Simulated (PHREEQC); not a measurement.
Na2S is added in steps, without added water, to 1 kg of water holding 0.038 mol NH4Cl and 0.015 mol Na2CO3, at 25 °C. The system is closed to oxygen. CO2 from the air is kept out. Only these solids could form: Halite, Nahcolite, Natron.

Base run: PHREEQC, ion-association model, wateq4f.dat. Each further column changes one thing. The table gives pH.

```tsv
Na2S added (mol)	base	NH4Cl replaced by MnCl2 at the same molality	no solid may form
0	9.07	7.12	9.07
0.002375	9.17	8.65	9.17
0.00475	9.26	8.68	9.26
0.0095	9.43	8.73	9.43
0.01188	9.51	8.77	9.51
0.01425	9.59	8.81	9.59
0.01663	9.67	8.86	9.67
0.02138	9.85	9.00	9.85
0.02375	9.94	9.11	9.94
0.02612	10.05	9.25	10.05
0.0285	10.17	9.38	10.17
0.03325	10.47	9.61	10.47
0.03562	10.69	9.69	10.69
0.038	10.94	9.76	10.94
```

The polysulfide entries of wateq4f.dat were taken out for this run. Carbamate, which ammonia and carbonate form, is missing from the database. Solids allowed in the column 'NH4Cl replaced by MnCl2 at the same molality': Rhodochrosite, Pyrochroite, MnS(Green), Halite, Nahcolite, Natron.
